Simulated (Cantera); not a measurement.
A closed system holds: 1 mol SiF₄, 7 mol O₃, at 1923.15 K.

These are equilibrium values from Cantera (NASA tables, ideal gas, pure condensed phases), not measurements of a reactor. Candidate condensed phases: Si, SiO₂; 17 gas species. The tables' values for SiF₃, SiO₂ are old estimates; treat these amounts as uncertain. The tables hold silica as quartz up to 1696 K and as liquid above; real silica turns to tridymite and cristobalite and melts near 1996 K. Equilibrium is a limit: real reactors are often held back by kinetics, nucleation or transport.

x: gas mole fraction; n: condensed amount in mol.

```
P (Pa)   x O₂  x SiF₄       x O       x F       x SiO    x SiF₃    x SiO₂  n SiO₂(condensed)
------  -----  ------  --------  --------  ----------  --------  --------  -----------------
5       0.860  0.0811    0.0475   0.00863  (withheld)   0.00135  0.000208                  0
17      0.884  0.0839    0.0261   0.00385  (withheld)  0.000921  0.000142                  0
59      0.898  0.0853    0.0141   0.00172  (withheld)  0.000603   8.74e-5                  0
210     0.905  0.0861   0.00752  0.000868  (withheld)  0.000339   3.06e-5           0.000762
710     0.909  0.0865   0.00410  0.000473  (withheld)  0.000185   9.05e-6           0.000660
2400    0.911  0.0867   0.00223  0.000258  (withheld)  0.000101   2.68e-6           0.000411
8400    0.912  0.0868   0.00119  0.000138  (withheld)   5.39e-5   7.65e-7           0.000231
29000   0.912  0.0869  0.000643   7.42e-5  (withheld)   2.90e-5   2.22e-7           0.000127
100000  0.913  0.0869  0.000346   4.00e-5  (withheld)   1.56e-5   6.43e-8                  0
```

Some entries are withheld; supply them.


- 5, x SiO: 0.00161
- 17, x SiO: 0.000588
- 59, x SiO: 0.000192
- 210, x SiO: 3.55e-5
- 710, x SiO: 5.70e-6
- 2400, x SiO: 9.17e-7
- 8400, x SiO: 1.40e-7
- 29000, x SiO: 2.18e-8
- 100000, x SiO: 3.40e-9
